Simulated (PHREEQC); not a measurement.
LiOH is added in steps, without added water, to 1 kg of water holding 0.0034 mol/kgw HNO3, 0.062 mol/kgw K2SO4 and 7.4e-05 mol/kgw CuSO4, at 25 °C. Oxygen alone is held at its pressure in air (log pO2 = -0.68). CO2 from the air is kept out. Solids allowed: Cu(OH)2, Brochantite, Antlerite, Cu2(OH)3NO3, Chalcanthite. Others were left out.

Base run: PHREEQC, ion-association model, wateq4f.dat. Each further column changes one thing. The table gives Cu(OH)2 (mol/kgw).

```csv
LiOH added (mol),base,HNO3 from 0.0034 to 0.00034 mol/kgw,K2SO4 left out,0.0018 mol/kgw BaBr2 added,no solid may form
0,2.28e-13,[?],1.17e-13,2.24e-13,2.28e-13
0.002812,7.77e-12,8.78e-6,3.92e-12,7.61e-12,7.77e-12
0.006188,8.77e-6,8.77e-6,9.11e-6,8.78e-6,7.27e-5
0.009,8.77e-6,8.77e-6,9.10e-6,8.77e-6,7.12e-5
0.01181,8.76e-6,8.76e-6,9.10e-6,8.77e-6,[?]
0.01519,8.76e-6,8.76e-6,[?],8.76e-6,6.75e-5
0.018,8.75e-6,8.75e-6,9.08e-6,8.75e-6,6.56e-5
```

Some entries are withheld; supply them.


- 0, HNO3 from 0.0034 to 0.00034 mol/kgw: 2.34e-11
- 0.01181, no solid may form: 6.96e-5
- 0.01519, K2SO4 left out: 9.09e-6

The database's constant for dissolved Cu(OH)2 is higher than later reviews accept. In at least one series the solution becomes supersaturated in solids that the run did not let form, among them Cu(OH)2, Brochantite. Solids allowed in the column '0.0018 mol/kgw BaBr2 added': Barite, Cu(OH)2, Brochantite, Antlerite, Cu2(OH)3NO3, Chalcanthite.
